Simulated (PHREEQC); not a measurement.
Solution (25 °C): 0.28 mol/kgw KH2PO4 and 0.0028 mol/kgw Na2SO4. Closed to the air; pH follows from the charge balance.

Equilibrium calculation in PHREEQC: ion-association model, phreeqc.dat.

| Quantity | Value |
|---|---|
| pH | 4.37 |
| ionic strength | 0.288 mol/kgw |
| activity of water | 0.990 |
| specific conductance | 22800 µS/cm |
| density | 1.023 g/cm³ |

```
species  molality  activity   log γ
-------  --------  --------  ------
K+          0.279     0.191  -0.165
H2PO4-      0.278     0.201  -0.140
Na+       0.00558   0.00409  -0.136
SO4-2     0.00189  0.000482  -0.593
H3PO4     0.00120   0.00128   0.029
HPO4-2    0.00110  0.000289  -0.582
KSO4-    0.000893  0.000647  -0.140
KHPO4-   0.000148  0.000107  -0.140
H+        5.51e-5   4.32e-5  -0.106
NaSO4-    1.36e-5   9.88e-6  -0.140
NaHPO4-   3.18e-6   2.30e-6  -0.140
HSO4-     2.76e-6   2.03e-6  -0.134
```

This is a speciation only: nothing precipitates in the calculation. Species that the database lacks are ignored.
